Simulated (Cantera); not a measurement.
# NO annealing gas

A perfectly stirred reactor is fed with NO : N2 = 1 : 0.81 (molar parts), at 10.00 Torr; it is held at 2050 K, and followed from long to short residence time.

Detailed kinetics in Cantera: GRI-Mech 3.0 (53 species, 325 reactions). Radical loss at walls, strong at low pressure, is not modelled.

```
τ (s)     x NO    x NO2      x O2     x N2O   x N2
-------  -----  -------  --------  --------  -----
2.4      0.419  4.12e-5    0.0654   4.68e-5  0.514
0.67     0.520  2.51e-5    0.0153   8.63e-5  0.463
0.19     0.545  1.46e-5   0.00299  0.000101  0.451
0.054    0.551  8.05e-6  0.000410   9.43e-5  0.448
0.015    0.552  2.59e-6   3.06e-5   5.89e-5  0.448
0.0043   0.552  4.75e-7   2.05e-6   2.42e-5  0.448
0.0012   0.552  5.73e-8   1.44e-7   7.66e-6  0.448
0.00034  0.552  5.50e-9   1.11e-8   2.26e-6  0.448
```
x: mole fraction; the columns are a selection and need not sum to one.
